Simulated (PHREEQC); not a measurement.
1 kg of water holding 0.014 mol/kgw K2CO3 and 0.59 mol/kgw KCl is evaporated at 75 °C; the solids stay in contact with the brine. CO2 from the air is kept out. The run lets Kalicinite, Sylvite precipitate or redissolve, and no other solid.

Base run: PHREEQC, Pitzer model, pitzer.dat. Each further column changes one thing. The table gives water activity.

```tsv
H2O removed (mol)	base	temperature from 75 to 5 °C	temperature from 75 to 25 °C
0	0.980	0.981	0.980
18.01	0.971	0.972	0.971
30.18	0.957	0.958	0.958
41.44	0.922	0.925	…
46.01	0.882	0.888	0.885
49.09	0.822	0.876	0.841
51.94	0.774	0.875	…
53.1	0.772	0.873	0.838
53.88	0.769	0.870	…
54.41	0.764	0.865	0.830
54.76	0.756	0.856	…
55.09	0.729	0.832	0.796
55.23	0.689	0.798	0.760
```

Fill in the missing entries.


- 41.44, temperature from 75 to 25 °C: 0.923
- 51.94, temperature from 75 to 25 °C: 0.839
- 53.88, temperature from 75 to 25 °C: 0.835
- 54.76, temperature from 75 to 25 °C: 0.821

Away from 25 °C the constants follow the database's enthalpies or fits; those with neither stay at their 25 °C values.
